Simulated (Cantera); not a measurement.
A closed system holds: 1 mol Si2Cl6, 0.77 mol HCl, 9.9 mol H2, 0.011 mol Cl2, at 1150 K and 1.50 mbar.

Equilibrium computed with Cantera from the NASA thermochemical tables; the gas is ideal and each condensed phase is pure. Candidate condensed phases: Si; 19 gas species. The feed counts by its element totals alone. The tables' values for SiCl3 are old estimates; treat these amounts as uncertain. The numbers say what is thermodynamically allowed, not how fast it happens.

Base state: H2 0.732, HCl 0.136, SiCl2 0.0554, SiCl4 0.0540, SiCl3 0.0165, SiHCl3 0.00592, SiH2Cl2 8.13e-5 (mole fractions); condensed: Si(s).

**Question.** What changes in the equilibrium state with this change: temperature from 1150 K to 1400 K?

**Answer.** 
```csv
species,before,after
H2,0.732,0.657
HCl,0.136,0.196
SiCl2,0.0554,0.139
SiCl4,0.0540,0.00127
SiCl3,0.0165,0.00646
Cl,2.69e-7,2.50e-5
H,1.65e-6,0.000102
"Si(s), mol",0.309,0
```
